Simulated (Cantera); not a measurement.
What does this Cantera script print?

```python
import numpy as np
import cantera as ct

gas = ct.Solution("gri30.yaml")
gas.TPX = 1400, 100000, {'CH4': 1, 'O2': 2.3, 'N2': 8.64}
reactor = ct.IdealGasReactor(gas, energy="on", clone=False)
net = ct.ReactorNet([reactor])
net.rtol, net.atol = 1e-08, 1e-16
show = ['CH4', 'O2', 'CH2CO', 'CO', 'CH2']
times = np.geomspace(6e-06, 0.1, 16)

steps = ct.SolutionArray(gas, extra=["t"])
rows = []
print(f"{'t/s':>10s}{'T/K':>9s}{'P/Pa':>11s}" + "".join(f"{s:>11s}" for s in show))
for t in times:
    while net.time < t:
        t_next = net.step()
        steps.append(gas.state, t=t_next)
    rows.append([np.interp(t, steps.t, y) for y in (steps.T, steps.P, *steps(*show).X.T)])
    print(f"{t:10.3e}{rows[-1][0]:9.1f}{rows[-1][1]:11.4g}" + "".join(f"{x:11.3e}" for x in rows[-1][2:]))
rate = np.gradient(steps.T, steps.t)
print("integrator steps:", len(steps.t))
if steps.T.max() > steps.T[0] + 200:
    print(f"time of steepest temperature rise: {steps.t[rate.argmax()]:.4e} s")
gas.TPX = 1400, 100000, {'CH4': 1, 'O2': 2.3, 'N2': 8.64}
gas.equilibrate("UV")
print(f"equilibrium (UV): T = {gas.T:.1f} K  " + "  ".join(f"{s} {gas[s].X[0]:.3e}" for s in show))
```

It prints:

```
       t/s      T/K       P/Pa        CH4         O2      CH2CO         CO        CH2
 6.000e-06   1400.0      1e+05  8.375e-02  1.926e-01  3.698e-21  4.383e-13  1.587e-15
 1.147e-05   1400.0      1e+05  8.375e-02  1.926e-01  1.073e-19  2.870e-12  4.456e-15
 2.193e-05   1400.0      1e+05  8.375e-02  1.926e-01  2.923e-18  1.972e-11  1.465e-14
 4.193e-05   1400.0      1e+05  8.375e-02  1.926e-01  8.521e-17  1.445e-10  5.715e-14
 8.016e-05   1400.0      1e+05  8.375e-02  1.926e-01  2.909e-15  1.157e-09  2.646e-13
 1.533e-04   1400.0      1e+05  8.374e-02  1.926e-01  1.294e-13  1.071e-08  1.500e-12
 2.930e-04   1400.0      1e+05  8.372e-02  1.926e-01  8.036e-12  1.250e-07  1.050e-11
 5.602e-04   1400.3      1e+05  8.363e-02  1.926e-01  5.973e-10  1.859e-06  6.985e-11
 1.071e-03   1402.1  1.002e+05  8.325e-02  1.923e-01  2.802e-08  2.600e-05  2.819e-10
 2.048e-03   1412.8  1.009e+05  8.135e-02  1.911e-01  1.084e-06  3.500e-04  1.657e-09
 3.915e-03   2831.5    2.1e+05  1.700e-15  3.346e-02  2.749e-17  3.197e-02  1.948e-14
 7.485e-03   2826.9  2.096e+05  1.742e-15  3.210e-02  2.759e-17  3.201e-02  1.913e-14
 1.431e-02   2826.9  2.096e+05  1.743e-15  3.210e-02  2.759e-17  3.201e-02  1.913e-14
 2.736e-02   2826.9  2.096e+05  1.743e-15  3.210e-02  2.759e-17  3.201e-02  1.913e-14
 5.231e-02   2826.9  2.096e+05  1.743e-15  3.210e-02  2.759e-17  3.201e-02  1.913e-14
 1.000e-01   2826.9  2.096e+05  1.743e-15  3.210e-02  2.759e-17  3.201e-02  1.913e-14
integrator steps: 2101
time of steepest temperature rise: 3.0811e-03 s
equilibrium (UV): T = 2826.9 K  CH4 2.336e-15  O2 3.210e-02  CH2CO 3.027e-17  CO 3.201e-02  CH2 2.112e-14
```

Model: GRI-Mech 3.0 (53 species, 325 reactions), integrated in Cantera.
